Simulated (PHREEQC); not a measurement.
A solution holds 0.0027 mol/kgw H2SO4 and 0.0003 mol/kgw ZnSO4, at 50 °C. Closed to the air; pH follows from the charge balance.

Computed with PHREEQC (ion-association model, phreeqc.dat).

| quantity | before | after |
|---|---|---|
| pH | 2.40 | 5.91 |
| ionic strength (mol/kgw) | 0.00699 | 0.00113 |
| SO4-2 (mol/kgw) | 0.00191 | 0.000284 |
| HSO4- (mol/kgw) | 0.00103 | 5.48e-8 |
| Zn+2 (mol/kgw) | 0.000238 | 0.000282 |
| ZnSO4 (mol/kgw) | 6.14e-5 | 1.64e-5 |

What was changed between the two runs?
A) H2SO4 from 0.0027 to 0.0135 mol/kgw
B) H2SO4 from 0.0027 to 0.00054 mol/kgw
C) H2SO4 left out
D) diluted 100-fold with water

C, H2SO4 left out

This is a speciation only: nothing precipitates in the calculation. Away from 25 °C the constants follow the database's enthalpies or fits; those with neither stay at their 25 °C values.
